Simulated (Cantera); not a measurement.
A perfectly stirred reactor is fed with N₂O : O₂ = 1 : 1.4 (molar parts), at 0.0150 bar; it is held at 1200 K, and followed from long to short residence time.

Computed with Cantera and GRI-Mech 3.0 (53 species, 325 reactions). GRI-Mech 3.0 was tuned for natural gas; its chemistry of N2O as a main component is partial and can be far from experiment. Radical loss at walls, strong at low pressure, is not modelled. The mechanism lacks the step 2 NO + O2 → 2 NO2, which can matter for NO2 below about 1400 K. The temperature is held fixed by assumption; the heat of reaction is taken as removed at once.

x: mole fraction; the columns are a selection and need not sum to one.

```
τ (s)    x N₂O   x O₂      x NO     x NO₂      x N₂      x O
-------  -----  -----  --------  --------  --------  -------
4.9      0.395  0.586   0.00188   7.43e-7    0.0170  1.83e-6
1.7      0.409  0.584  0.000674   2.09e-7   0.00610  1.83e-6
0.63     0.414  0.584         ?         ?         ?  1.83e-6
0.23     0.416  0.583   9.24e-5   9.18e-9  0.000837  1.82e-6
0.082    0.416  0.583         ?         ?         ?  1.81e-6
0.029    0.417  0.583   1.14e-5  1.73e-10  0.000104  1.77e-6
0.011    0.417  0.583   4.10e-6  2.38e-11   3.87e-5  1.69e-6
0.0038   0.417  0.583   1.23e-6  2.38e-12   1.26e-5  1.47e-6
0.0014   0.417  0.583   3.38e-7    <1e-12   4.14e-6  1.09e-6
0.00049  0.417  0.583   6.75e-8    <1e-12   1.23e-6  6.23e-7
```

Problem. Fill in the missing entries.

Solution. 
- 0.63, x NO: 0.000253
- 0.63, x NO₂: 5.01e-8
- 0.63, x N₂: 0.00228
- 0.082, x NO: 3.28e-5
- 0.082, x NO₂: 1.34e-9
- 0.082, x N₂: 0.000298
